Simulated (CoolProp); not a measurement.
Vapour-liquid equilibrium of n-heptane (1) + o-xylene (2) at 287.1 K; x and y are mole fractions of (1).

Values from CoolProp's multi-fluid Helmholtz-energy mixture model, Span 2003 and Zhou 2012; pair parameters Bell 2016.

### Question
Give the bubble pressure and the first vapour's composition at x = 0.35, 0.5, 0.65. Is there an azeotrope?

### Answer
x = 0.35: 0.001767 MPa, y = 0.822; x = 0.5: 0.002166 MPa, y = 0.881; x = 0.65: 0.002536 MPa, y = 0.923. No azeotrope shows between x = 0.05 and 0.95.

Pair parameters are fitted to limited data, so mixtures are less certain than the pure fluids.
